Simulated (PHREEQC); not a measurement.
**Nickel, zinc or cadmium bath: speciation**

Make-up at 25 °C: 0.015 mol/kgw CdSO4, 0.26 mol/kgw KCl and 0.0001 mol/kgw MnSO4. Closed to the air; pH follows from the charge balance.

Equilibrium calculation in PHREEQC: ion-association model, phreeqc.dat.

Each row changes one thing in this solution. This is a speciation only: nothing precipitates in the calculation.

```tsv
case	pH	ionic strength (mol/kgw)	Cl- (mol/kgw)	SO4-2 (mol/kgw)	CdCl+ (mol/kgw)	KSO4- (mol/kgw)	SI of Sylvite (KCl)
as made	5.91	0.279	0.241	0.0103	0.00859	0.00449	-2.43
MnSO4 replaced by FeSO4 at the same molality	5.91	0.279	0.241	0.0103	0.00859	0.00449	-2.43
temperature from 25 to 85 °C	5.74	0.273	0.240	0.00786	0.00797	0.00699	-2.73
0.18 mol/kgw Al(NO3)3 added	3.18	1.29	0.242	0.00168	0.00932	0.000387	-2.56
temperature from 25 to 15 °C	5.95	0.280	0.242	0.0107	0.00869	0.00400	-2.38
CdSO4 from 0.015 to 0.075 mol/kgw	5.68	0.358	0.186	0.0451	0.0404	0.0169	-2.59
```

The ionic strength passes 0.7 mol/kgw, the rough limit of the ion-association models, in 0.18 mol/kgw Al(NO3)3 added. Species that the database lacks are ignored. At this temperature some constants are extrapolated from 25 °C, and those without enthalpy data are left unchanged.
